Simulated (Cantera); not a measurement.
A Cantera script and what it prints.

```python
import numpy as np
import cantera as ct

gas_names = """
    C CN CO CO2 C2 CCN CNC C2N2 C2O C3 C3O2 C4 C4N2 C5 N NCO NO NO2 NO3 N2 N2O O O2 O3 Si SiC SiC2 SiN
    SiO SiO2 Si2 Si2C Si2N Si3
""".split()
cond_names = """
    C(gr) Si(cr) Si(L) SiC(b) SiO2(Lqz) SiO2(hqz) SiO2(L) Si2N2O(s) Si3N4(a)
""".split()


# ... load() reads the species with a 1 bar reference pressure and builds the phases ...
atoms = {
    'Si3N4': {'Si': 3, 'N': 4},
    'CO2': {'C': 1, 'O': 2},
    'N2': {'N': 2},
}
top_T = {'C(gr)': 4500, 'SiC(b)': 3050, 'Si2N2O(s)': 2100, 'Si3N4(a)': 2400}  # K; cautious upper limits of use, not melting points


# ... equilibrate(T, P, feed) seeds the gas with the atoms and calls Mixture.equilibrate('TP', solver="vcs", rtol=1e-11, max_steps=5000) ...
results = []
feed = {'Si3N4': 1, 'CO2': 0.65, 'N2': 2.4}  # mol
T = 2073  # K
for P in [0.1, 2.5, 63, 1600, 40000, 1000000]:
    mix = equilibrate(T, P, feed)
    results.append((T, P, feed, dict(zip(mix.species_names, mix.species_moles))))

top = {s: max(r[3][s] / sum(r[3][g] for g in gas_names) for r in results) for s in gas_names}
cols = sorted((s for s in top if top[s] > 1e-06), key=lambda s: -top[s])[:5]
seen = [c for c in cond_names if any(r[3].get(c, 0) > 1e-12 for r in results)]
print("log10 of partial pressures in bar; condensed amounts in mol")
print(f"{'P/Pa':>10s}" + "".join(f"{s[:9]:>10s}" for s in cols + seen))
for T, P, feed, n in results:
    ng = sum(n[g] for g in gas_names)
    print(f"{P:10.4g}" + "".join(f"{np.log10(max(n[s] / ng * P / 1e5, 1e-99)):10.3f}" for s in cols)
          + "".join(f"{n.get(c, 0):10.4g}" for c in seen))
```

It prints:

```
log10 of partial pressures in bar; condensed amounts in mol
      P/Pa        N2        Si       SiO        CO      Si2C     Si(L)    SiC(b) Si2N2O(s)
       0.1    -6.262    -6.535    -7.093    -7.093   -12.699         0         0         0
       2.5    -4.864    -5.138    -5.694    -5.695    -8.511         0         0         0
        63    -3.393    -4.001    -4.087    -4.423    -5.435    0.6972    0.1988         0
      1600    -1.911    -4.001    -2.606    -2.941    -5.435      1.83    0.2381         0
     4e+04    -0.422    -4.001    -1.830    -2.166    -5.435   0.05518    0.5906     1.112
     1e+06     0.989    -4.995    -2.248    -0.597    -6.428         0    0.5673     1.215
```

These are equilibrium values from Cantera (NASA tables, ideal gas, pure condensed phases), not measurements of a reactor. Mutual solubility and eutectic melting of coexisting phases are not modelled. The tables' values for SiN are old estimates; treat these amounts as uncertain.
